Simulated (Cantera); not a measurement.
A perfectly stirred reactor is fed with 5.12 % H2, 94.9 % O2, equivalence ratio 0.027, at 0.0263 atm; it is held at 1300 K, and followed from long to short residence time.

Detailed kinetics in Cantera: the H2/O2 subset of GRI-Mech 3.0, which has no nitrogen chemistry. Radical loss at walls, strong at low pressure, is not modelled. The temperature is held fixed by assumption; the heat of reaction is taken as removed at once.

Question: Predict: x(H2) at τ = 0.740 s; x(O2) at τ = 0.740 s; x(H2O) at τ = 0.740 s; x(O) at τ = 0.740 s; x(H) at τ = 0.740 s; x(H2) at τ = 6.00 ms; x(O2) at τ = 6.00 ms; x(H2O) at τ = 6.00 ms; x(O) at τ = 6.00 ms; x(H) at τ = 6.00 ms.

Answer: 
```
Item                     Result
---------------------  --------
x(H2) at τ = 0.740 s   0.000112
x(O2) at τ = 0.740 s      0.945
x(H2O) at τ = 0.740 s    0.0517
x(O) at τ = 0.740 s     0.00218
x(H) at τ = 0.740 s    0.000109
x(H2) at τ = 6.00 ms    0.00175
x(O2) at τ = 6.00 ms      0.919
x(H2O) at τ = 6.00 ms    0.0453
x(O) at τ = 6.00 ms      0.0244
x(H) at τ = 6.00 ms     0.00467
```
